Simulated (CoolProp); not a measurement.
Vapour-liquid equilibrium of R245fa (1) + n-pentane (2) at 359.7 K; x and y are mole fractions of (1).

Model: multi-fluid Helmholtz-energy mixture model, Akasaka 2015 and Thol 2019; pair parameters Bell 2016, in CoolProp.

| x | bubble pressure (MPa) | y at the bubble point | dew pressure at overall composition x (MPa) | liquid density (mol/L) |
|---|---|---|---|---|
| 0.05 | 0.5742 | 0.251 | 0.4559 | 7.663 |
| 0.125 | 0.7239 | 0.420 | 0.4945 | 7.642 |
| 0.2 | 0.8212 | 0.504 | 0.5394 | 7.626 |
| 0.275 | 0.8850 | 0.554 | 0.5922 | 7.619 |
| 0.35 | 0.9284 | 0.590 | 0.6547 | 7.622 |
| 0.425 | 0.9594 | 0.618 | 0.7291 | 7.641 |
| 0.5 | 0.9827 | 0.644 | 0.8163 | 7.678 |
| 0.575 | 1.000 | 0.670 | 0.9107 | 7.737 |
| 0.65 | 1.013 | 0.700 | 0.9873 | 7.820 |
| 0.725 | 1.020 | 0.735 | 1.019 | 7.929 |
| 0.8 | 1.017 | 0.779 | 1.013 | 8.065 |
| 0.875 | 1.002 | 0.839 | 0.9878 | 8.228 |
| 0.95 | 0.9662 | 0.923 | 0.9526 | 8.416 |

y crosses x between x = 0.725 and 0.8: the model has an azeotrope there.

The pair parameters rest on a limited set of measurements; away from them the model extrapolates. With so large a gap from Raoult's law the liquid may split in two, which this calculation doesn't test in full.
